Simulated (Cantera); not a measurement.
Thermodynamics of halide evaporation, hydrolysis and transport, feed MgCl2 + H2O + N2

Input: 1 mol MgCl2, 2.6 mol H2O, 3.2 mol N2, at 0.170 Pa.

These are equilibrium values from Cantera (NASA tables, ideal gas, pure condensed phases), not measurements of a reactor. Candidate condensed phases: H2O, Mg, MgCl2, MgO, Mg(OH)2, NH4Cl; 38 gas species. Kinetics and transport are ignored.

```
T (K)  log p N2  log p HCl  log p H  log p H2O  log p Cl  log p Mg  log p O  log p H2  log p O2  log p OH  n MgO(s)
-----  --------  ---------  -------  ---------  --------  --------  -------  --------  --------  --------  --------
1100      -6.10      -6.30   -12.33      -6.40     -9.19      <-17   -14.39     -9.49    -11.58    -11.59     1.000
1200      -6.10      -6.30   -11.16      -6.40     -8.62    -15.75   -12.99     -8.90    -10.78    -10.75     0.999
1300      -6.10      -6.31   -10.16      -6.40     -8.13    -13.62   -11.80     -8.41    -10.09    -10.03     0.998
1400      -6.10      -6.32    -9.31      -6.40     -7.72    -11.80   -10.77     -8.00     -9.50     -9.42     0.994
1500      -6.10      -6.35    -8.58      -6.41     -7.38    -10.24    -9.88     -7.65     -8.97     -8.88     0.988
1600      -6.11      -6.40    -7.95      -6.42     -7.09     -8.89    -9.07     -7.36     -8.47     -8.41     0.976
1700      -6.13      -6.51    -7.42      -6.45     -6.86     -7.75    -8.32     -7.18     -7.94     -7.98     0.897
1800      -6.21      -6.74    -7.04      -6.54     -6.71     -6.85    -7.54     -7.19     -7.25     -7.58     0.235
1900      -6.27      -6.97    -6.65      -6.78     -6.65     -6.78    -7.10     -7.09     -7.14     -7.42         0
2000      -6.34      -7.29    -6.38      -7.25     -6.62     -6.84    -6.79     -7.18     -7.23     -7.45         0
```
log p: log10 of the partial pressure in bar; n: condensed amount in mol.

From 1100 K to 1800 K the condensed part is MgO(s). From 1900 K to 2000 K nothing is condensed. The main Mg-bearing gas is MgCl2 at 1100 K and Mg at 2000 K.
